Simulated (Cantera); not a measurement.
**Fe(CO)5 + N2 (iron carbonyl, mercury and lead vapours)**

Input: 1 mol Fe(CO)5, 10 mol N2, held at 39.0 Torr.

Equilibrium computed with Cantera from the NASA thermochemical tables; the gas is ideal and each condensed phase is pure. Candidate condensed phases: C, Fe, Fe(CO)5, FeO, Fe2O3, Fe3O4; 27 gas species. Condensed phases not in the tables: cementite and carbon dissolved in iron. Equilibrium is a limit: real reactors are often held back by kinetics, nucleation or transport.

From 925 K to 1175 K the condensed part is C(graphite) + Fe(α). From 1225 K to 1275 K the condensed part is C(graphite) + Fe(γ). From 1325 K to 1375 K the condensed part is Fe(γ).

```csv
T (K),x N2,x CO,x CO2,x Fe,n C(graphite),n Fe(α),n Fe(γ)
925,0.677,0.309,0.0149,<1e-12,0.220,1.00,0
975,0.670,0.325,0.00526,<1e-12,0.0785,1.00,0
1025,0.668,0.330,0.00195,<1e-12,0.0292,1.00,0
1075,0.667,0.332,0.000779,8.68e-12,0.0117,1.00,0
1125,0.667,0.333,0.000337,6.47e-11,0.00505,1.00,0
1175,0.667,0.333,0.000156,4.05e-10,0.00234,1.00,0
1225,0.667,0.333,7.73e-5,2.17e-9,0.00116,0,1.00
1275,0.667,0.333,4.05e-5,1.02e-8,0.000607,0,1.00
1325,0.667,0.333,2.23e-5,4.22e-8,0,0,1.000
1375,0.667,0.333,1.29e-5,1.58e-7,0,0,1.000
```
x: gas mole fraction; n: condensed amount in mol.
